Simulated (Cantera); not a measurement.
Cantera run:

```python
import numpy as np
import cantera as ct

gas_names = [...]  # 118 gases of nasa_gas.yaml made of C, Cl, F, H
cond_names = """
    C(gr) C6H6(L) C7H8(L) C8H18(L),n-octa
""".split()


# ... load() reads the species with a 1 bar reference pressure and builds the phases ...
atoms = {
    'CH2F2': {'C': 1, 'H': 2, 'F': 2},
    'HCl': {'H': 1, 'CL': 1},
    'H2': {'H': 2},
}
top_T = {'C(gr)': 4500}  # K; cautious upper limits of use, not melting points


# ... equilibrate(T, P, feed) seeds the gas with the atoms and calls Mixture.equilibrate('TP', solver="vcs", rtol=1e-11, max_steps=5000) ...
results = []
T = 2373  # K
P = 76000  # Pa
for m in [0.028, 0.033, 0.039, 0.046, 0.055, 0.065, 0.078, 0.092, 0.11, 0.13, 0.15]:
    feed = {'CH2F2': 1, 'HCl': m, 'H2': 0.12}  # mol
    mix = equilibrate(T, P, feed)
    results.append((T, P, feed, dict(zip(mix.species_names, mix.species_moles))))
    x = sorted(zip(gas.X, gas.species_names), reverse=True)
    print(f"T = {T:g} K  P = {P:g} Pa  n(HCl) = {m:g} mol  gas = {mix.phase_moles(0):.4g} mol")
    print("   x: " + "  ".join(f"{s} {v:.3e}" for v, s in x if v > 1e-05))
    print("   condensed (mol): " + ("  ".join(f"{mix.phase(i).name} {mix.phase_moles(i):.4g}"
          for i in range(1, mix.n_phases) if mix.phase_moles(i) > 1e-12) or "none"))
```

Result:

```
T = 2373 K  P = 76000 Pa  n(HCl) = 0.028 mol  gas = 2.153 mol
   x: HF 9.289e-01  H2 5.390e-02  HCL 1.239e-02  H 3.719e-03  CL 6.115e-04  C2H2,acetylene 3.316e-04  F 9.455e-05
   condensed (mol): C(gr) 0.9985
T = 2373 K  P = 76000 Pa  n(HCl) = 0.033 mol  gas = 2.158 mol
   x: HF 9.267e-01  H2 5.383e-02  HCL 1.457e-02  H 3.717e-03  CL 7.194e-04  C2H2,acetylene 3.311e-04  F 9.439e-05
   condensed (mol): C(gr) 0.9985
T = 2373 K  P = 76000 Pa  n(HCl) = 0.039 mol  gas = 2.164 mol
   x: HF 9.241e-01  H2 5.374e-02  HCL 1.717e-02  H 3.714e-03  CL 8.485e-04  C2H2,acetylene 3.306e-04  F 9.420e-05
   condensed (mol): C(gr) 0.9985
T = 2373 K  P = 76000 Pa  n(HCl) = 0.046 mol  gas = 2.171 mol
   x: HF 9.210e-01  H2 5.363e-02  HCL 2.019e-02  H 3.710e-03  CL 9.984e-04  C2H2,acetylene 3.299e-04  F 9.398e-05
   condensed (mol): C(gr) 0.9985
T = 2373 K  P = 76000 Pa  n(HCl) = 0.055 mol  gas = 2.18 mol
   x: HF 9.171e-01  H2 5.349e-02  HCL 2.403e-02  H 3.705e-03  CL 1.190e-03  C2H2,acetylene 3.291e-04  F 9.370e-05
   condensed (mol): C(gr) 0.9985
T = 2373 K  P = 76000 Pa  n(HCl) = 0.065 mol  gas = 2.191 mol
   x: HF 9.128e-01  H2 5.335e-02  HCL 2.827e-02  H 3.700e-03  CL 1.402e-03  C2H2,acetylene 3.282e-04  F 9.339e-05
   condensed (mol): C(gr) 0.9985
T = 2373 K  P = 76000 Pa  n(HCl) = 0.078 mol  gas = 2.204 mol
   x: HF 9.073e-01  H2 5.316e-02  HCL 3.371e-02  H 3.694e-03  CL 1.675e-03  C2H2,acetylene 3.270e-04  F 9.300e-05
   condensed (mol): C(gr) 0.9985
T = 2373 K  P = 76000 Pa  n(HCl) = 0.092 mol  gas = 2.218 mol
   x: HF 9.015e-01  H2 5.295e-02  HCL 3.950e-02  H 3.687e-03  CL 1.966e-03  C2H2,acetylene 3.258e-04  F 9.257e-05
   condensed (mol): C(gr) 0.9985
T = 2373 K  P = 76000 Pa  n(HCl) = 0.11 mol  gas = 2.237 mol
   x: HF 8.940e-01  H2 5.270e-02  HCL 4.684e-02  H 3.678e-03  CL 2.337e-03  C2H2,acetylene 3.242e-04  F 9.203e-05
   condensed (mol): C(gr) 0.9985
T = 2373 K  P = 76000 Pa  n(HCl) = 0.13 mol  gas = 2.257 mol
   x: HF 8.859e-01  HCL 5.484e-02  H2 5.242e-02  H 3.668e-03  CL 2.744e-03  C2H2,acetylene 3.225e-04  F 9.143e-05
   condensed (mol): C(gr) 0.9985
T = 2373 K  P = 76000 Pa  n(HCl) = 0.15 mol  gas = 2.278 mol
   x: HF 8.779e-01  HCL 6.270e-02  H2 5.215e-02  H 3.658e-03  CL 3.145e-03  C2H2,acetylene 3.208e-04  F 9.084e-05
   condensed (mol): C(gr) 0.9985
```

Equilibrium computed with Cantera from the NASA thermochemical tables; the gas is ideal and each condensed phase is pure.
